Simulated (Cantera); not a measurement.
A perfectly stirred reactor is fed with CH₄ : CO₂ : H₂ = 1 : 1 : 0.2 (molar parts), at 0.240 bar; it is held at 2223 K, and followed from long to short residence time.

Computed with Cantera and GRI-Mech 3.0 (53 species, 325 reactions).

Question: What does this change do: CO2 1 to 0.72 parts?

Answer: 
```csv
quantity,before,after
x(CH₄) at τ = 0.550 s,0.00106,0.00129
x(CO₂) at τ = 0.550 s,0.00214,0.000429
x(H₂) at τ = 0.550 s,0.504,0.555
x(CH₂) at τ = 0.550 s,7.99e-6,9.39e-6
x(HCO) at τ = 0.550 s,2.47e-7,2.05e-7
x(CH₄) at τ = 5.50 ms,0.0154,0.0178
x(CO₂) at τ = 5.50 ms,0.0355,0.0224
x(H₂) at τ = 5.50 ms,0.388,0.458
x(CH₂) at τ = 5.50 ms,5.15e-5,5.30e-5
x(HCO) at τ = 5.50 ms,1.62e-6,1.32e-6
```
